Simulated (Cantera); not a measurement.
Input (Python, Cantera):

```python
import numpy as np
import cantera as ct

gas = ct.Solution("gri30.yaml")
gas.TPX = 550, 100000, {'CO': 1, 'H2': 1.1, 'O2': 0.955, 'N2': 3.59}
flame = ct.FreeFlame(gas, width=0.04)
flame.set_refine_criteria(ratio=3, slope=0.08, curve=0.16)
flame.transport_model = "mixture-averaged"
flame.solve(loglevel=0, auto=True)
flame.transport_model = "multicomponent"
flame.soret_enabled = False
flame.solve(loglevel=0, refine_grid=True)
z, T = flame.grid, flame.T
thick = (T[-1] - T[0]) / np.gradient(T, z).max()
show = ['CO', 'H2', 'O2', 'H', 'H2O2', 'NO2']
print(f"laminar burning velocity  {flame.velocity[0] * 100:.3f} cm/s")
print(f"burnt temperature         {T[-1]:.1f} K")
print(f"thermal thickness         {thick * 1e3:.4f} mm")
print(f"grid points               {len(z)}")
z0 = z[flame.heat_release_rate.argmax()]
print(f"{'z/mm':>9s}{'T/K':>9s}{'u/(m/s)':>9s}" + "".join(f"{s:>11s}" for s in show))
rows = []
for k in (-3, -2, -1.5, -1, -0.5, -0.25, 0, 0.25, 0.5, 1, 2, 4, 8):
    zz = z0 + k * thick
    rows.append([k * thick, np.interp(zz, z, T), np.interp(zz, z, flame.velocity),
                 *(np.interp(zz, z, flame.X[gas.species_index(s)]) for s in show)])
    print(f"{rows[-1][0] * 1e3:9.3f}{rows[-1][1]:9.1f}{rows[-1][2]:9.3f}" + "".join(f"{x:11.3e}" for x in rows[-1][3:]))
```

Result:

```
laminar burning velocity  391.788 cm/s
burnt temperature         2497.4 K
thermal thickness         0.5396 mm
grid points               151
     z/mm      T/K  u/(m/s)         CO         H2         O2          H       H2O2        NO2
   -1.619    550.0    3.918  1.505e-01  1.655e-01  1.437e-01  4.299e-17  3.465e-15 -1.851e-17
   -1.079    550.0    3.918  1.505e-01  1.655e-01  1.437e-01  2.181e-14  7.154e-13 -2.189e-17
   -0.809    550.0    3.918  1.505e-01  1.655e-01  1.437e-01  5.073e-13  1.197e-11  1.437e-17
   -0.540    550.0    3.917  1.505e-01  1.654e-01  1.437e-01  2.386e-10  8.673e-10 -1.060e-15
   -0.270    555.9    3.944  1.511e-01  1.618e-01  1.442e-01  1.435e-05  2.783e-06  2.338e-12
   -0.135    736.6    5.126  1.507e-01  1.376e-01  1.399e-01  2.167e-03  2.410e-05  4.434e-11
    0.000   1199.4    8.127  1.397e-01  7.019e-02  1.047e-01  1.993e-02  5.846e-06  2.236e-10
    0.135   1532.1   10.232  1.131e-01  2.638e-02  5.741e-02  3.341e-02  2.356e-06  9.542e-10
    0.270   1701.4   11.226  9.203e-02  2.172e-02  4.144e-02  3.340e-02  1.176e-06  1.644e-09
    0.540   1875.3   12.198  7.489e-02  2.266e-02  3.243e-02  2.793e-02  5.749e-07  2.560e-09
    1.079   2038.8   13.104  6.923e-02  2.114e-02  2.738e-02  1.928e-02  3.146e-07  4.030e-09
    2.158   2188.3   13.912  6.516e-02  1.811e-02  2.298e-02  1.193e-02  1.975e-07  6.857e-09
    4.317   2318.5   14.592  5.922e-02  1.501e-02  1.837e-02  7.092e-03  1.436e-07  1.390e-08
```

Detailed kinetics in Cantera: GRI-Mech 3.0 (53 species, 325 reactions). Burning velocities carry a grid error of a few per cent, more on coarse grids.
